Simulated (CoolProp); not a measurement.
Vapour-liquid equilibrium of diethyl ether (1) + methanol (2) at 381 kPa; x and y are mole fractions of (1).

Computed with CoolProp (multi-fluid Helmholtz-energy mixture model, Thol 2014 and de Reuck 1993; pair parameters Bell 2016).

**Question.** Give the bubble temperature and the first vapour's composition at x = 0.275, 0.425, 0.8. Is there an azeotrope?

**Answer.** x = 0.275: 358.4 K, y = 0.530; x = 0.425: 354.7 K, y = 0.630; x = 0.8: 350.6 K, y = 0.822. y crosses x between x = 0.875 and 0.95: the model has an azeotrope there.

Pair parameters are fitted to limited data, so mixtures are less certain than the pure fluids.
